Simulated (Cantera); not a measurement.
Input: 1 mol SiH2Cl2, a varied amount of H2O, at 1600 °C and 32.3 Torr.

These are equilibrium values from Cantera (NASA tables, ideal gas, pure condensed phases), not measurements of a reactor. Candidate condensed phases: H2O, Si, SiO2; 30 gas species. The tables hold silica as quartz up to 1696 K and as liquid above; real silica turns to tridymite and cristobalite and melts near 1996 K. Gases not in the tables: Si2H6 and higher silanes. The numbers say what is thermodynamically allowed, not how fast it happens.

Task: What share of the Si ends up in condensed phases as a function of n(H2O) (mol), at 0.24, 0.3, 0.39, 0.5, 0.64, 0.82, 1, 1.3, 1.7, 2.2?

Result: 
```json
[
 {"n(H2O) (mol)": "0.24", "Si condensed (%)": "2.0", "as": "Si(l)"},
 {"n(H2O) (mol)": "0.3", "Si condensed (%)": "0.0", "as": "-"},
 {"n(H2O) (mol)": "0.39", "Si condensed (%)": "0.0", "as": "-"},
 {"n(H2O) (mol)": "0.5", "Si condensed (%)": "0.0", "as": "-"},
 {"n(H2O) (mol)": "0.64", "Si condensed (%)": "0.0", "as": "-"},
 {"n(H2O) (mol)": "0.82", "Si condensed (%)": "0.0", "as": "-"},
 {"n(H2O) (mol)": "1", "Si condensed (%)": "8.7", "as": "SiO2(condensed)"},
 {"n(H2O) (mol)": "1.3", "Si condensed (%)": "34.1", "as": "SiO2(condensed)"},
 {"n(H2O) (mol)": "1.7", "Si condensed (%)": "70.3", "as": "SiO2(condensed)"},
 {"n(H2O) (mol)": "2.2", "Si condensed (%)": "99.2", "as": "SiO2(condensed)"}
]
```
